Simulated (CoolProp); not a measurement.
n-hexane along the isobar 41.3 bar: density (kg/m³) from the reference equation and from simpler models built on Tc = 507.8 K, pc = 30.44 bar, ω = 0.300; each cubic takes its own stable root.

Computed with CoolProp (reference Helmholtz-energy equation of state, Thol 2019).

```tsv
T (K)	phase	reference	van der Waals	Soave-Redlich-Kwong	Peng-Robinson
240.9	liquid	708.0	419.8	631.8	709.3
267.7	liquid	685.4	409.3	615.9	___
294.4	liquid	662.5	398.2	598.3	___
321.2	liquid	638.7	386.4	578.6	652.2
348	liquid	613.9	373.8	556.4	628.0
374.8	liquid	587.6	360.1	___	___
401.6	liquid	___	345.1	502.7	568.1
428.4	liquid	527.7	___	469.2	530.2
455.2	liquid	___	309.2	___	484.1
```

**Question.** Fill in the missing entries.

**Answer.** 
- 267.7, Peng-Robinson: 692.4
- 294.4, Peng-Robinson: 673.6
- 374.8, Soave-Redlich-Kwong: 531.4
- 374.8, Peng-Robinson: 600.3
- 401.6, reference: 559.2
- 428.4, van der Waals: 328.4
- 455.2, reference: 491.2
- 455.2, Soave-Redlich-Kwong: 429.2
